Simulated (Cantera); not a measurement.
An isothermal, constant-pressure homogeneous reactor starts with NO : N2 = 1 : 9.1 (molar parts), at 1975 K and 0.0132 atm. Integrator tolerance rtol = 1e-08.

Model: GRI-Mech 3.0 (53 species, 325 reactions), integrated in Cantera. Radical loss at walls, strong at low pressure, is not modelled.

### Question
What does this change do: pressure from 0.0132 atm to 0.276 atm?

### Answer
```json
[
 {"quantity": "x(NO) at 3.00 s", "before": "0.0963 (gas-phase equilibrium 0.00373)", "after": "0.0701 (gas-phase equilibrium 0.00374)"},
 {"quantity": "x(O) at 3.00 s", "before": "0.000273 (gas-phase equilibrium 0.00104)", "after": "0.000132 (gas-phase equilibrium 0.000228)"},
 {"quantity": "x(N2O) at 3.00 s", "before": "3.78e-6 (gas-phase equilibrium 2.66e-8)", "after": "2.22e-6 (gas-phase equilibrium 1.22e-7)"},
 {"quantity": "x(O2) at 3.00 s", "before": "0.00122 (gas-phase equilibrium 0.0471)", "after": "0.0144 (gas-phase equilibrium 0.0475)"},
 {"quantity": "x(N2) at 3.00 s", "before": "0.902 (gas-phase equilibrium 0.948)", "after": "0.915 (gas-phase equilibrium 0.949)"},
 {"quantity": "x(NO2) at 3.00 s", "before": "1.93e-6 (gas-phase equilibrium 3.66e-7)", "after": "1.79e-5 (gas-phase equilibrium 1.69e-6)"}
]
```
